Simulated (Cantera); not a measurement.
An adiabatic, constant-pressure homogeneous reactor starts with CH₄ : C₂H₆ : O₂ : N₂ = 1 : 0.24 : 8.35 : 20.9 (molar parts), equivalence ratio 0.34, at 1575 K and 1.00 bar.

Detailed kinetics in Cantera: GRI-Mech 3.0 (53 species, 325 reactions).

Q: Predict: time of steepest temperature rise; temperature at 0.100 s; equilibrium temperature; x(O₂) at 0.100 s; x(H) at 0.100 s; x(NO₂) at 0.100 s; x(N₂O) at 0.100 s.

A: 
* **time of steepest temperature rise**: 70.1 µs
* **temperature at 0.100 s**: 2413 K
* **equilibrium temperature**: 2413 K
* **x(O₂) at 0.100 s**: 0.168 (gas-phase equilibrium 0.168)
* **x(H) at 0.100 s**: 0.000476 (gas-phase equilibrium 0.000475)
* **x(NO₂) at 0.100 s**: 1.40e-5 (gas-phase equilibrium 1.42e-5)
* **x(N₂O) at 0.100 s**: 8.30e-7 (gas-phase equilibrium 8.32e-7)
